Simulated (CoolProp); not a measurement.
Properties of n-dodecane along the isobar 3860 kPa.

Model: reference Helmholtz-energy equation of state, Lemmon 2004, in CoolProp. It is a short technical equation, of lower accuracy than the large ones.

```csv
T (K),phase,speed of sound (m/s),viscosity (µPa s)
333.2,liquid,?,838
338.4,liquid,1154,?
343.7,liquid,1136,736
348.9,liquid,1118,692
354.2,liquid,1100,?
359.4,liquid,?,616
364.6,liquid,1065,583
369.9,liquid,?,552
375.1,liquid,1030,524
380.4,liquid,?,498
385.6,liquid,996.2,474
390.8,liquid,?,452
```

Task: Some entries are withheld; supply them.

Result: 
- 333.2, speed of sound (m/s): 1173
- 338.4, viscosity (µPa s): 785
- 354.2, viscosity (µPa s): 652
- 359.4, speed of sound (m/s): 1082
- 369.9, speed of sound (m/s): 1047
- 380.4, speed of sound (m/s): 1013
- 390.8, speed of sound (m/s): 979.7

Viscosity comes from a separate model (Huber 2004).
